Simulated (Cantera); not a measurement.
Input: 1 mol Si3H8, 0.16 mol Cl2, 12 mol N2, 0.42 mol HCl, at 1673.15 K and 0.490 bar.

These are equilibrium values from Cantera (NASA tables, ideal gas, pure condensed phases), not measurements of a reactor. Candidate condensed phases: NH4Cl, Si, Si3N4; 28 gas species. The feed counts by its element totals alone. The tables' values for SiCl3 are old estimates; treat these amounts as uncertain. The numbers say what is thermodynamically allowed, not how fast it happens.

Base state: N2 0.686, H2 0.264, HCl 0.0492, SiCl2 0.000682, H 8.37e-5, SiCl3 4.21e-5, Cl 1.22e-5 (mole fractions); condensed: Si3N4(s).

### Question
What changes in the equilibrium state with this change: HCl from 0.42 to 0.73 mol?

### Answer
| species | before | after |
|---|---|---|
| N2 | 0.686 | 0.672 |
| H2 | 0.264 | 0.259 |
| HCl | 0.0492 | 0.0673 |
| SiCl2 | 0.000682 | 0.00132 |
| SiCl4 | 5.43e-6 | 2.00e-5 |
| SiCl3 | 4.21e-5 | 0.000113 |
| SiHCl3 | 5.23e-6 | 1.38e-5 |
| Si3N4(s), mol | 0.996 | 0.993 |

### Question
What changes in the equilibrium state with this change: temperature from 1673.15 K to 1773.15 K?

### Answer
```
species          before     after
-------------  --------  --------
N2                0.686     0.686
H2                0.264     0.265
HCl              0.0492    0.0469
SiCl2          0.000682   0.00175
H               8.37e-5  0.000209
Cl              1.22e-5   2.85e-5
Si3N4(s), mol     0.996     0.991
```
